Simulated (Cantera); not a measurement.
A Cantera script and what it prints.

```python
import numpy as np
import cantera as ct

gas_names = """
    F F2 H HF H2 H2F2 H3F3 H4F4 H5F5 H6F6 H7F7 N NF NF2 NF3 NH NH2 NH3 N2 N2H2 N2H4 Si SiF SiF2 SiF3
    SiF4 SiH SiHF3 SiH2 SiH2F2 SiH3 SiH3F SiH4 SiN Si2 Si2N Si3
""".split()
cond_names = """
    Si(cr) Si(L) Si3N4(a)
""".split()


# ... load() reads the species with a 1 bar reference pressure and builds the phases ...
atoms = {
    'SiF4': {'Si': 1, 'F': 4},
    'NH3': {'N': 1, 'H': 3},
}
top_T = {'Si3N4(a)': 2400}  # K; cautious upper limits of use, not melting points


# ... equilibrate(T, P, feed) seeds the gas with the atoms and calls Mixture.equilibrate('TP', solver="vcs", rtol=1e-11, max_steps=5000) ...
results = []
feed = {'SiF4': 1, 'NH3': 1.3}  # mol
T = 825  # K
P = 5500  # Pa
mix = equilibrate(T, P, feed)
results.append((T, P, feed, dict(zip(mix.species_names, mix.species_moles))))
x = sorted(zip(gas.X, gas.species_names), reverse=True)
print(f"T = {T:g} K  P = {P:g} Pa  gas = {mix.phase_moles(0):.4g} mol")
print("   x: " + "  ".join(f"{s} {v:.3e}" for v, s in x if v > 0.0001))
print("   condensed (mol): " + ("  ".join(f"{mix.phase(i).name} {mix.phase_moles(i):.4g}"
      for i in range(1, mix.n_phases) if mix.phase_moles(i) > 1e-12) or "none"))
```

It prints:

```
T = 825 K  P = 5500 Pa  gas = 3.6 mol
   x: H2 5.415e-01  SiF4 2.777e-01  N2 1.805e-01  HF 1.225e-04
   condensed (mol): Si3N4(a) 1.242e-05
```

Cantera equilibrium calculation (NASA polynomials, part measured and part estimated; ideal gas, pure solids and liquids).
